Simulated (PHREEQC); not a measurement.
Synthetic water in mg/L, 25 °C, pH 5.96, pe 0.2: Na 12.5; K 0.157; Ca 5.57; Mg 1.24; Cl 13.4; S(6) as SO4 15.6; Alkalinity as HCO3 12.7; Si as SiO2 0.00876.

Na is adjusted to close the charge balance.
Valence states are taken as typed.

Computed with PHREEQC (ion-association model, wateq4f.dat).

| quantity | before | after |
|---|---|---|
| CO2 (mol/kgw) | 0.000495 | 0.00189 |
| CaSO4 (mol/kgw) | 3.12e-6 | 3.43e-5 |
| MgSO4 (mol/kgw) | 1.34e-6 | 1.47e-5 |
| NaSO4- (mol/kgw) | 3.55e-7 | 4.67e-6 |
| CaHCO3+ (mol/kgw) | 3.09e-7 | 4.08e-6 |
| SI of Quartz (SiO2) | -2.86 | -2.25 |
| SI of Gypsum (CaSO4:2H2O) | -3.23 | -2.18 |

Question: Which change was made?
A. Si from 0.00876 to 0.00438 mg/L
B. all concentrations times 4 at the same typed pH
C. pH from 5.96 to 6.46 at the same alkalinity

Answer: B, all concentrations times 4 at the same typed pH

Precipitation was switched off in this run.
